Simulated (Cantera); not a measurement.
A freely propagating, adiabatic, planar premixed flame of C3H8 : O2 : N2 = 1 : 5.75 : 21.6 (molar parts), unburnt at 475 K and 2630 Torr; mixture-averaged transport, grid criteria slope 0.08 and curve 0.16, no radiation.

Model: GRI-Mech 3.0 (53 species, 325 reactions), integrated in Cantera. GRI-Mech 3.0 was tuned for natural gas; its chemistry of propane as a main component is partial and can be far from experiment. Burning velocities carry a grid error of a few per cent, more on coarse grids.

### Question
Predict: laminar burning velocity; thermal thickness; peak x(HO2); peak x(H); peak x(CH3).

### Answer
| Property | Result |
|---|---|
| laminar burning velocity | 66.1 cm/s |
| thermal thickness | 0.115 mm |
| peak x(HO2) | 0.000413 |
| peak x(H) | 0.00345 |
| peak x(CH3) | 0.00127 |
